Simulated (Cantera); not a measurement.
Cantera run, input and output.

```python
import numpy as np
import cantera as ct

gas = ct.Solution("gri30.yaml")
gas.TPX = 1023, 28000, {'CO': 1, 'H2': 0.032, 'CH4': 0.69, 'O2': 3.79, 'N2': 14.3}
reactor = ct.IdealGasReactor(gas, energy="on", clone=False)
net = ct.ReactorNet([reactor])
net.rtol, net.atol = 1e-08, 1e-16
show = ['CO', 'H2', 'CH4', 'C2H2', 'NO2', 'H2O2', 'NO']
times = np.geomspace(3e-06, 7, 11)

steps = ct.SolutionArray(gas, extra=["t"])
rows = []
print(f"{'t/s':>10s}{'T/K':>9s}{'P/Pa':>11s}" + "".join(f"{s:>11s}" for s in show))
for t in times:
    while net.time < t:
        t_next = net.step()
        steps.append(gas.state, t=t_next)
    rows.append([np.interp(t, steps.t, y) for y in (steps.T, steps.P, *steps(*show).X.T)])
    print(f"{t:10.3e}{rows[-1][0]:9.1f}{rows[-1][1]:11.4g}" + "".join(f"{x:11.3e}" for x in rows[-1][2:]))
rate = np.gradient(steps.T, steps.t)
print("integrator steps:", len(steps.t))
if steps.T.max() > steps.T[0] + 200:
    print(f"time of steepest temperature rise: {steps.t[rate.argmax()]:.4e} s")
gas.TPX = 1023, 28000, {'CO': 1, 'H2': 0.032, 'CH4': 0.69, 'O2': 3.79, 'N2': 14.3}
gas.equilibrate("UV")
print(f"equilibrium (UV): T = {gas.T:.1f} K  " + "  ".join(f"{s} {gas[s].X[0]:.3e}" for s in show))
```

Output:

```
       t/s      T/K       P/Pa         CO         H2        CH4       C2H2        NO2       H2O2         NO
 3.000e-06   1023.0    2.8e+04  5.047e-02  1.615e-03  3.483e-02  2.393e-27  5.699e-35  7.759e-17  4.650e-25
 1.300e-05   1023.0    2.8e+04  5.047e-02  1.615e-03  3.483e-02  6.905e-26  9.983e-33  1.454e-15  9.574e-24
 5.633e-05   1023.0    2.8e+04  5.047e-02  1.615e-03  3.483e-02  2.787e-24  2.050e-30  2.793e-14  1.261e-22
 2.441e-04   1023.0    2.8e+04  5.047e-02  1.615e-03  3.483e-02  8.654e-23  2.746e-28  5.471e-13  8.436e-22
 1.058e-03   1023.0    2.8e+04  5.047e-02  1.615e-03  3.483e-02  2.093e-21  2.658e-26  1.012e-11  4.346e-21
 4.583e-03   1023.0    2.8e+04  5.047e-02  1.615e-03  3.483e-02  1.586e-19  2.716e-24  1.655e-10  2.813e-20
 1.986e-02   1023.0    2.8e+04  5.047e-02  1.615e-03  3.483e-02  1.145e-15  1.627e-21  3.127e-09  1.040e-18
 8.604e-02   1023.6  2.802e+04  5.046e-02  1.609e-03  3.476e-02  1.374e-11  7.856e-18  4.135e-08  1.665e-16
 3.728e-01   1030.7  2.821e+04  5.038e-02  1.621e-03  3.406e-02  6.129e-09  1.604e-15  5.894e-07  3.212e-15
 1.615e+00   2332.2  6.253e+04  4.880e-03  7.158e-04  5.032e-20  4.446e-24  6.043e-06  7.914e-08  1.075e-02
 7.000e+00   2332.2  6.253e+04  4.880e-03  7.158e-04  5.032e-20  4.446e-24  6.043e-06  7.914e-08  1.075e-02
integrator steps: 2338
time of steepest temperature rise: 4.7735e-01 s
equilibrium (UV): T = 2332.2 K  CO 4.880e-03  H2 7.158e-04  CH4 7.683e-20  C2H2 5.180e-24  NO2 6.043e-06  H2O2 7.914e-08  NO 1.075e-02
```

Model: GRI-Mech 3.0 (53 species, 325 reactions), integrated in Cantera.
